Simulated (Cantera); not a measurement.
SiO₂ + H₂ + H₂O (hydrogen reduction and annealing atmospheres)

A closed system holds: 1 mol SiO₂, a varied amount of H₂, 0.079 mol H₂O, equilibrated at 1773.15 K and 0.630 bar.

These are equilibrium values from Cantera (NASA tables, ideal gas, pure condensed phases), not measurements of a reactor. Candidate condensed phases: H₂O, Si, SiO₂; 18 gas species. The tables hold silica as quartz up to 1696 K and as liquid above; real silica turns to tridymite and cristobalite and melts near 1996 K. Rates play no part.

```tsv
n(H₂) (mol)	x H₂	x H₂O	x SiO	x H	x OH	x SiH₂	x SiO₂	x Si	n SiO₂(condensed)
37	0.996	0.00284	0.000716	0.000358	6.34e-8	5.25e-9	4.81e-9	7.23e-10	0.973
52	0.996	0.00237	0.000858	0.000358	5.29e-8	7.55e-9	4.81e-9	1.04e-9	0.955
73	0.997	0.00207	0.000986	0.000358	4.61e-8	9.97e-9	4.81e-9	1.37e-9	0.928
100	0.997	0.00188	0.00109	0.000358	4.18e-8	1.21e-8	4.81e-9	1.67e-9	0.891
140	0.997	0.00174	0.00117	0.000358	3.87e-8	1.41e-8	4.81e-9	1.94e-9	0.835
200	0.997	0.00164	0.00124	0.000358	3.65e-8	1.59e-8	4.81e-9	2.18e-9	0.751
280	0.997	0.00158	0.00129	0.000358	3.51e-8	1.72e-8	4.81e-9	2.36e-9	0.637
390	0.997	0.00153	0.00133	0.000358	3.42e-8	1.81e-8	4.81e-9	2.50e-9	0.480
550	0.997	0.00150	0.00136	0.000358	3.35e-8	1.89e-8	4.81e-9	2.60e-9	0.252
780	0.997	0.00138	0.00128	0.000358	3.08e-8	1.94e-8	4.17e-9	2.67e-9	0
1100	0.998	0.000980	0.000908	0.000358	2.18e-8	1.94e-8	2.10e-9	2.67e-9	0
1500	0.998	0.000719	0.000666	0.000359	1.60e-8	1.94e-8	1.13e-9	2.67e-9	0
2100	0.999	0.000513	0.000476	0.000359	1.14e-8	1.94e-8	5.76e-10	2.67e-9	0
```
x: gas mole fraction; n: condensed amount in mol.

From 37 mol H₂ to 550 mol H₂ the condensed part is SiO₂(condensed). From 780 mol H₂ to 2100 mol H₂ nothing is condensed. The main Si-bearing gas is SiO throughout.
